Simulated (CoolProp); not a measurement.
Vapour-liquid equilibrium of n-hexane (1) + benzene (2) at 35.75 °C; x and y are mole fractions of (1).

The numbers come from the multi-fluid Helmholtz-energy mixture model, Thol 2019 and Thol 2012; pair parameters Bell 2016 in CoolProp.

| x | bubble pressure (MPa) | y at the bubble point | dew pressure at overall composition x (MPa) | liquid density (mol/L) |
|---|---|---|---|---|
| 0.05 | (withheld) | 0.124 | 0.02112 | 10.79 |
| 0.15 | 0.02494 | 0.290 | 0.02262 | 10.32 |
| 0.25 | (withheld) | 0.401 | 0.02425 | 9.891 |
| 0.35 | (withheld) | 0.487 | 0.02597 | (withheld) |
| 0.45 | 0.02936 | 0.561 | (withheld) | 9.120 |
| 0.55 | 0.03020 | 0.630 | 0.02922 | 8.775 |
| 0.65 | 0.03084 | (withheld) | (withheld) | (withheld) |
| 0.75 | 0.03129 | 0.775 | 0.03116 | 8.153 |
| 0.85 | 0.03154 | 0.857 | 0.03153 | 7.872 |
| 0.95 | 0.03160 | 0.949 | 0.03160 | 7.609 |

Some entries are withheld; supply them.


- 0.05, bubble pressure (MPa): 0.02222
- 0.25, bubble pressure (MPa): 0.02686
- 0.35, bubble pressure (MPa): 0.02828
- 0.35, liquid density (mol/L): 9.492
- 0.45, dew pressure at overall composition x (MPa): 0.02768
- 0.65, y at the bubble point: 0.700
- 0.65, dew pressure at overall composition x (MPa): 0.03040
- 0.65, liquid density (mol/L): 8.454

y crosses x between x = 0.85 and 0.95: the model has an azeotrope there.

The pair parameters rest on a limited set of measurements; away from them the model extrapolates.
